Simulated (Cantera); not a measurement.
Feed: 1 mol CsCl, 1.7 mol O2, 6.9 mol H2.

Method: chemical equilibrium by Gibbs-energy minimisation in Cantera with the NASA 1993 tables (ideal gas, pure condensed phases). Candidate condensed phases: Cs, CsCl, CsOH, H2O; 22 gas species. Kinetics and transport are ignored.

Task: What condenses at these points (T in K, P in Pa): (1573, 10000); (1473, 100000); (1673, 0.10); (1173, 100000); (1173, 1000)?

Result: 
```csv
T (K),P in Pa,condensed phases,Cs condensed (%)
1573,10000,gas only,0.0
1473,100000,gas only,0.0
1673,0.10,gas only,0.0
1173,100000,CsCl,83.3
1173,1000,gas only,0.0
```
